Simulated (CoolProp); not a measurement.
R1234ze(Z) along the isotherm 440 K: density (kg/m³) from the reference equation and from simpler models built on Tc = 423.3 K, pc = 3.531 MPa, ω = 0.327; each cubic takes its own stable root.

Model: reference Helmholtz-energy equation of state, Akasaka 2019, in CoolProp.

```
p (MPa)          phase  reference  van der Waals  Peng-Robinson
-------  -------------  ---------  -------------  -------------
4.25     supercritical        ___          352.2          303.4
8.5      supercritical      786.0            ___          685.0
12.8     supercritical      869.3            ___          785.2
17       supercritical      919.4          614.4          846.1
21.2     supercritical        ___          637.8          891.0
25.5     supercritical        ___            ___            ___
29.8     supercritical       1013            ___          957.3
34       supercritical       1034          685.2          982.2
```

Question: Some entries are withheld; supply them.

Answer: 
- 4.25, reference: 321.1
- 8.5, van der Waals: 531.2
- 12.8, van der Waals: 582.6
- 21.2, reference: 956.5
- 25.5, reference: 987.0
- 25.5, van der Waals: 656.7
- 25.5, Peng-Robinson: 927.4
- 29.8, van der Waals: 672.3
